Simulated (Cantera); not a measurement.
# C₆H₆ + O₂ + N₂ (carbon deposition, reforming and gasification)

Charge: 1 mol C₆H₆, 0.02 mol O₂, 30 mol N₂, equilibrated at 13.3 mbar.

Method: chemical equilibrium by Gibbs-energy minimisation in Cantera with the NASA 1993 tables (ideal gas, pure condensed phases). Candidate condensed phases: C, C₆H₆, C₇H₈, C₈H₁₈, H₂O; 136 gas species. Equilibrium is a limit: real reactors are often held back by kinetics, nucleation or transport.

```json
[
 {"T (°C)": "1225", "log p N₂": "-1.92", "log p H₂": "-2.92", "log p H": "-6.22", "log p HCN": "-5.40", "log p CO": "-4.79", "log p HNC": "-7.17", "log p C₂H₂ (acetylene)": "-7.97", "n C(graphite)": "5.95"},
 {"T (°C)": "1325", "log p N₂": "-1.92", "log p H₂": "-2.92", "log p H": "-5.73", "log p HCN": "-5.11", "log p CO": "-4.79", "log p HNC": "-6.76", "log p C₂H₂ (acetylene)": "-7.49", "n C(graphite)": "5.94"},
 {"T (°C)": "1425", "log p N₂": "-1.92", "log p H₂": "-2.92", "log p H": "-5.30", "log p HCN": "-4.86", "log p CO": "-4.79", "log p HNC": "-6.39", "log p C₂H₂ (acetylene)": "-7.06", "n C(graphite)": "5.92"},
 {"T (°C)": "1525", "log p N₂": "-1.92", "log p H₂": "-2.92", "log p H": "-4.92", "log p HCN": "-4.64", "log p CO": "-4.79", "log p HNC": "-6.06", "log p C₂H₂ (acetylene)": "-6.69", "n C(graphite)": "5.90"},
 {"T (°C)": "1625", "log p N₂": "-1.92", "log p H₂": "-2.93", "log p H": "-4.57", "log p HCN": "-4.44", "log p CO": "-4.79", "log p HNC": "-5.77", "log p C₂H₂ (acetylene)": "-6.35", "n C(graphite)": "5.86"},
 {"T (°C)": "1725", "log p N₂": "-1.92", "log p H₂": "-2.94", "log p H": "-4.26", "log p HCN": "-4.26", "log p CO": "-4.79", "log p HNC": "-5.51", "log p C₂H₂ (acetylene)": "-6.06", "n C(graphite)": "5.81"},
 {"T (°C)": "1825", "log p N₂": "-1.92", "log p H₂": "-2.95", "log p H": "-3.99", "log p HCN": "-4.11", "log p CO": "-4.79", "log p HNC": "-5.28", "log p C₂H₂ (acetylene)": "-5.80", "n C(graphite)": "5.74"},
 {"T (°C)": "1925", "log p N₂": "-1.92", "log p H₂": "-2.98", "log p H": "-3.74", "log p HCN": "-3.97", "log p CO": "-4.80", "log p HNC": "-5.08", "log p C₂H₂ (acetylene)": "-5.57", "n C(graphite)": "5.66"},
 {"T (°C)": "2025", "log p N₂": "-1.92", "log p H₂": "-3.01", "log p H": "-3.53", "log p HCN": "-3.86", "log p CO": "-4.80", "log p HNC": "-4.90", "log p C₂H₂ (acetylene)": "-5.38", "n C(graphite)": "5.55"}
]
```
log p: log10 of the partial pressure in bar; n: condensed amount in mol.

From 1225 °C to 2025 °C the condensed part is C(graphite). The main C-bearing gas is CO at 1225 °C and HCN at 2025 °C. The share of C in condensed phases is highest at 1225 °C (99.2 %) and lowest at 2025 °C (92.6 %).
